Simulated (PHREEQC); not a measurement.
**Acid rinse or clean: speciation**

A solution holds 13 mmol/kgw HBr and 0.06 mmol/kgw MgCl2, at 36 °C. Closed to the air; pH follows from the charge balance.

All values are PHREEQC results (Pitzer model, pitzer.dat), not measurements.

No solid was allowed to form.

### Question
Predict the pH, osmotic coefficient, specific conductance.

### Answer
pH 1.93; osmotic coefficient 0.966; specific conductance 6450 µS/cm.

At this temperature some constants are extrapolated from 25 °C, and those without enthalpy data are left unchanged.
